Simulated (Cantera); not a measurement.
**Si + F₂ + H₂ (silicon etching in halogen gases)**

A closed system holds: 1 mol Si, a varied amount of F₂, 18 mol H₂, at 648 K and 4.80 Pa.

These are equilibrium values from Cantera (NASA tables, ideal gas, pure condensed phases), not measurements of a reactor. Candidate condensed phases: Si; 25 gas species. Rates play no part.

From 0.6 mol F₂ to 1.6 mol F₂ the condensed part is Si(s). From 2.1 mol F₂ to 7 mol F₂ nothing is condensed. The main Si-bearing gas is SiF₄ throughout.

```
n(F₂) (mol)  log p H₂  log p HF  log p SiF₄  log p SiHF₃  log p SiH₂F₂  n Si(s)
-----------  --------  --------  ----------  -----------  ------------  -------
0.6             -4.33    -12.05       -6.11        -7.95         -9.95    0.699
0.76            -4.33    -12.03       -6.01        -7.87         -9.90    0.619
0.98            -4.33    -12.00       -5.90        -7.79         -9.85    0.508
1.3             -4.33    -11.98       -5.78        -7.70         -9.79    0.348
1.6             -4.34    -11.96       -5.69        -7.64         -9.75    0.198
2.1             -4.35     -6.30       -5.60       -13.21          <-16        0
2.6             -4.37     -5.53       -5.61       -14.02          <-16        0
3.4             -4.41     -5.18       -5.63       -14.42          <-16        0
4.3             -4.45     -4.98       -5.65       -14.68          <-16        0
5.5             -4.51     -4.83       -5.67       -14.92          <-16        0
7               -4.59     -4.70       -5.70       -15.15          <-16        0
```
log p: log10 of the partial pressure in bar; n: condensed amount in mol.
